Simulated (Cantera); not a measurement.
**Stirred combustor or abatement burner**

A perfectly stirred reactor is fed with 4.74 % CH4, 0.218 % H2, 20.0 % O2, 74.9 % N2, 0.209 % CO2, at 0.630 bar; it is adiabatic with a 475 K inlet, and is followed from long to short residence time, starting on the burning branch (τ in s: 0.024, 0.013, 0.0072, 0.0039, 0.0021, 0.0012, 0.00063, 0.00034, 0.00019, 0.0001, 5.5e-05, 3e-05, 1.6e-05).

Cantera simulation using GRI-Mech 3.0 (53 species, 325 reactions); the numbers are that mechanism's predictions, not measurements.

```
τ (s)    T (K)     x CH4      x H2   x O2       x H   x CH2O    x HO2
-------  -----  --------  --------  -----  --------  -------  -------
0.024     1565   5.37e-5  0.000217  0.104   7.22e-5  5.27e-6  6.40e-6
0.013     1557   7.99e-5  0.000320  0.104  0.000127  8.01e-6  9.00e-6
0.0072    1546  0.000119  0.000462  0.104  0.000214  1.20e-5  1.23e-5
0.0039    1529  0.000183  0.000669  0.105  0.000355  1.84e-5  1.69e-5
0.0021    1505  0.000298  0.000961  0.106  0.000563  2.89e-5  2.32e-5
0.0012    1472  0.000500   0.00134  0.108  0.000790  4.58e-5  3.15e-5
0.00063   1403   0.00121   0.00214  0.113  0.000925  9.55e-5  5.18e-5
0.00034    475    0.0474   0.00218  0.200    <1e-12   <1e-12   <1e-12
0.00019    475    0.0474   0.00218  0.200    <1e-12   <1e-12   <1e-12
0.00010    475    0.0474   0.00218  0.200    <1e-12   <1e-12   <1e-12
5.5e-5     475    0.0474   0.00218  0.200    <1e-12   <1e-12   <1e-12
3.0e-5     475    0.0474   0.00218  0.200    <1e-12   <1e-12   <1e-12
1.6e-5     475    0.0474   0.00218  0.200    <1e-12   <1e-12   <1e-12
```
x: mole fraction; the columns are a selection and need not sum to one.
